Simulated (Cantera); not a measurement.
# Hydrogen reduction and annealing atmospheres: CuO + H₂

Charge: 1 mol CuO, 1100 mol H₂, held at 7.50 Torr.

These are equilibrium values from Cantera (NASA tables, ideal gas, pure condensed phases), not measurements of a reactor. Candidate condensed phases: Cu, CuO, Cu(OH)₂, Cu₂O, H₂O; 12 gas species. Kinetics and transport are ignored.

| T (°C) | x H₂ | x H | x H₂O | x Cu | x OH | x Cu₂ | x O | n Cu(s) | n Cu(l) |
|---|---|---|---|---|---|---|---|---|---|
| 525 | 0.999 | 2.66e-11 | 0.000909 | <1e-12 | <1e-12 | <1e-12 | <1e-12 | 1.00 | 0 |
| 675 | 0.999 | 5.24e-9 | 0.000909 | 1.73e-10 | <1e-12 | <1e-12 | <1e-12 | 1.00 | 0 |
| 825 | 0.999 | 2.47e-7 | 0.000909 | 5.57e-8 | <1e-12 | <1e-12 | <1e-12 | 1.000 | 0 |
| 975 | 0.999 | 4.67e-6 | 0.000909 | 4.41e-6 | 4.34e-11 | 2.13e-10 | <1e-12 | 0.995 | 0 |
| 1125 | 0.999 | 4.73e-5 | 0.000909 | 0.000130 | 8.49e-10 | 2.49e-8 | <1e-12 | 0 | 0.857 |
| 1275 | 0.998 | 0.000308 | 0.000908 | 0.000908 | 9.35e-9 | 2.42e-7 | 2.45e-12 | 0 | 0 |
| 1425 | 0.997 | 0.00144 | 0.000908 | 0.000907 | 6.76e-8 | 6.37e-8 | 7.84e-11 | 0 | 0 |
| 1575 | 0.993 | 0.00528 | 0.000906 | 0.000906 | 3.54e-7 | 2.07e-8 | 1.44e-9 | 0 | 0 |
| 1725 | 0.982 | 0.0159 | 0.000900 | 0.000901 | 1.45e-6 | 7.88e-9 | 1.71e-8 | 0 | 0 |
| 1875 | 0.957 | 0.0408 | 0.000885 | 0.000890 | 4.85e-6 | 3.37e-9 | 1.46e-7 | 0 | 0 |
x: gas mole fraction; n: condensed amount in mol.

From 525 °C to 975 °C the condensed part is Cu(s). At 1125 °C the condensed part is Cu(l). From 1275 °C to 1875 °C nothing is condensed.
